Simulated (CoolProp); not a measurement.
Vapour-liquid equilibrium of dimethyl ether (1) + isobutane (2) at 336.6 K; x and y are mole fractions of (1).

Model: multi-fluid Helmholtz-energy mixture model, Wu 2011 and Bücker 2006; pair parameters Bell 2016, in CoolProp.

Question: Give the bubble pressure and the first vapour's composition at x = 0.35, 0.5, 0.65. Is there an azeotrope?

Answer: x = 0.35: 1.282 MPa, y = 0.464; x = 0.5: 1.383 MPa, y = 0.594; x = 0.65: 1.463 MPa, y = 0.711. No azeotrope shows between x = 0.05 and 0.95.

The pair parameters rest on a limited set of measurements; away from them the model extrapolates.
